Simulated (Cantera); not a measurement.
An isothermal plug-flow reactor at 925 K and 0.257 atm (inlet), inlet velocity 0.23 m/s, active area per volume 530 1/m; feed 0.553 % H2, 12.5 % O2, 82.4 % N2, 4.49 % H2O.

Cantera simulation using Deutschmann's 1995 Pt surface mechanism with GRI-Mech 3.0 gas chemistry; the numbers are that mechanism's predictions, not measurements. Catalytic surfaces can have several steady states; this one follows from the mechanism file's or the stated starting coverage. Mass transfer to the wall is taken as infinitely fast.

x: gas mole fraction; θ: surface coverage.

| z (m) | x H2 | x O2 | x H2O | θ free Pt | θ O* | θ OH* |
|---|---|---|---|---|---|---|
| 5e-05 | ___ | 0.124 | 0.0480 | 0.182 | 0.815 | 0.00261 |
| 9.6e-05 | ___ | 0.123 | 0.0493 | 0.176 | 0.821 | 0.00259 |
| 0.00019 | ___ | 0.123 | 0.0502 | 0.172 | 0.825 | 0.00258 |
| 0.00036 | ___ | 0.123 | 0.0505 | 0.171 | 0.827 | 0.00257 |
| 0.00069 | ___ | 0.123 | 0.0505 | 0.171 | 0.827 | 0.00257 |
| 0.0013 | 8.79e-11 | 0.123 | 0.0505 | 0.171 | 0.827 | 0.00257 |
| 0.0026 | 5.57e-11 | 0.123 | 0.0505 | 0.171 | 0.827 | 0.00257 |
| 0.005 | 5.57e-11 | 0.123 | 0.0505 | 0.171 | 0.827 | 0.00257 |

### Question
Fill in the missing entries.

### Answer

- 5e-05, x H2: 0.00249
- 9.6e-05, x H2: 0.00124
- 0.00019, x H2: 0.000310
- 0.00036, x H2: 2.63e-5
- 0.00069, x H2: 2.21e-7
